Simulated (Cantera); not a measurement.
Charge: 1 mol Fe₂O₃, 34 mol Cl₂, 0.27 mol H₂, held at 725 K and 1.60 Pa.

Cantera equilibrium calculation (NASA polynomials, part measured and part estimated; ideal gas, pure solids and liquids). Candidate condensed phases: Fe, FeCl₂, FeCl₃, FeO, Fe(OH)₂, Fe(OH)₃, Fe₂O₃, Fe₃O₄, H₂O; 22 gas species. Condensed phases not in the tables: FeOCl. Rates play no part.

Base state: Cl₂ 0.976, HCl 0.0157, FeCl₃ 0.00433, O₂ 0.00327, Cl 0.000339, FeCl₂ 2.50e-5 (mole fractions); condensed: Fe₂O₃(s).

Q: What changes in the equilibrium state with this change: Fe₂O₃ replaced by Al₂O₃?

A: 
```
species          before     after
-------------  --------  --------
Cl₂               0.976     0.984
HCl              0.0157    0.0158
Cl             0.000339  0.000340
FeCl₃           0.00433         0
O₂              0.00327   2.46e-7
FeCl₂           2.50e-5         0
Fe₂O₃(s), mol     0.925         0
Al₂O₃(s), mol         0     1.000
```
Condensed phases not in the tables: AlOCl. Further candidate phases: Al, AlCl₃, Al₂O₃.
